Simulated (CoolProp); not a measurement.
Vapour-liquid equilibrium of diethyl ether (1) + n-hexane (2) at 115.25 °C; x and y are mole fractions of (1).

Computed with CoolProp (multi-fluid Helmholtz-energy mixture model, Thol 2014 and Thol 2019; pair parameters Bell 2016).

```
x     bubble pressure (kPa)  y at the bubble point  dew pressure at overall composition x (kPa)  liquid density (mol/L)
----  ---------------------  ---------------------  -------------------------------------------  ----------------------
0.05                  391.7                  0.120                                        371.5                   6.597
0.2                   483.5                  0.374                                        417.2                   6.765
0.35                  567.0                  0.546                                        473.3                   6.945
0.5                   646.6                  0.679                                        542.5                   7.139
0.65                  725.1                  0.789                                        628.0                   7.347
0.8                   804.5                  0.886                                        733.5                   7.570
0.95                  886.0                  0.973                                        863.5                   7.808
```

No azeotrope shows between x = 0.05 and 0.95.

Pair parameters are fitted to limited data, so mixtures are less certain than the pure fluids.
